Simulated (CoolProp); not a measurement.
The fluid at 360.26 K and 10.3 MPa flows at 18 m/s in a round tube of 1 mm bore and 1.5 µm roughness, fully developed (64/Re and Nu = 3.66 if laminar; Colebrook and Gnielinski if turbulent). The same conditions are run with several fluids, on thermodynamics alone (safety and materials aside).

Computed with CoolProp (reference Helmholtz-energy equation of state of each fluid (R142b: Lemmon 2006; ethylbenzene: Zhou 2012; o-xylene: Zhou 2012; n-decane: Lemmon 2006; propane: Lemmon 2009)).

**Question.** Rank R142b, ethylbenzene, o-xylene, n-decane, propane by Reynolds number, highest first.

**Answer.** R142b (121000), propane (117000), ethylbenzene (39800), o-xylene (35500), n-decane (26800)

| fluid | Darcy friction factor | pressure drop (Pa/m) | heat-transfer coefficient (W/(m² K)) | mass flow (kg/h) |
|---|---|---|---|---|
| R142b | 0.0234 | 3770000 | 41900 | 50.5 |
| ethylbenzene | 0.0260 | 3450000 | 33400 | 41.6 |
| o-xylene | 0.0264 | 3560000 | 32200 | 42.4 |
| n-decane | 0.0275 | 3070000 | 27800 | 35.1 |
| propane | 0.0235 | 1610000 | 43200 | 21.6 |

Transport values come from each fluid's own correlations; those of R142b, ethylbenzene are estimates that may be off by 10 % or more.
